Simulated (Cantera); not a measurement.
A perfectly stirred reactor is fed with 9.96 % CH3OH, 18.9 % O2, 71.1 % N2, at 3750 Torr; it is adiabatic with a 673 K inlet, and is followed from long to short residence time, starting on the burning branch (τ in s: 0.025, 0.012, 0.0052, 0.0024, 0.0011, 0.00049, 0.00022, 0.0001, 4.6e-05).

Model: GRI-Mech 3.0 (53 species, 325 reactions), integrated in Cantera. GRI-Mech 3.0 was tuned for natural gas; its chemistry of methanol as a main component is partial and can be far from experiment.

x: mole fraction; the columns are a selection and need not sum to one.

```json
[
 {"τ (s)": "0.025", "T (K)": "2269", "x CH3OH": "(withheld)", "x O2": "0.0373", "x H2O": "0.186", "x NO": "0.00187", "x C2H4": "1.49e-12"},
 {"τ (s)": "0.012", "T (K)": "2268", "x CH3OH": "(withheld)", "x O2": "0.0378", "x H2O": "0.186", "x NO": "0.00111", "x C2H4": "5.26e-12"},
 {"τ (s)": "0.0052", "T (K)": "2263", "x CH3OH": "(withheld)", "x O2": "0.0383", "x H2O": "0.186", "x NO": "0.000591", "x C2H4": "1.85e-11"},
 {"τ (s)": "0.0024", "T (K)": "2252", "x CH3OH": "(withheld)", "x O2": "0.0388", "x H2O": "0.185", "x NO": "0.000339", "x C2H4": "4.57e-11"},
 {"τ (s)": "0.0011", "T (K)": "2234", "x CH3OH": "(withheld)", "x O2": "0.0396", "x H2O": "0.184", "x NO": "0.000202", "x C2H4": "8.82e-11"},
 {"τ (s)": "0.00049", "T (K)": "2204", "x CH3OH": "(withheld)", "x O2": "0.0409", "x H2O": "0.182", "x NO": "0.000121", "x C2H4": "1.57e-10"},
 {"τ (s)": "0.00022", "T (K)": "2163", "x CH3OH": "(withheld)", "x O2": "0.0428", "x H2O": "0.180", "x NO": "7.21e-5", "x C2H4": "3.33e-10"},
 {"τ (s)": "0.00010", "T (K)": "2108", "x CH3OH": "(withheld)", "x O2": "0.0454", "x H2O": "0.177", "x NO": "4.34e-5", "x C2H4": "1.02e-9"},
 {"τ (s)": "4.6e-5", "T (K)": "2039", "x CH3OH": "(withheld)", "x O2": "0.0492", "x H2O": "0.173", "x NO": "2.59e-5", "x C2H4": "4.31e-9"}
]
```

Task: What belongs in the gaps?

Result: 
- 0.025, x CH3OH: 8.21e-7
- 0.012, x CH3OH: 1.64e-6
- 0.0052, x CH3OH: 3.52e-6
- 0.0024, x CH3OH: 6.81e-6
- 0.0011, x CH3OH: 1.26e-5
- 0.00049, x CH3OH: 2.30e-5
- 0.00022, x CH3OH: 4.12e-5
- 0.00010, x CH3OH: 7.45e-5
- 4.6e-5, x CH3OH: 0.000143
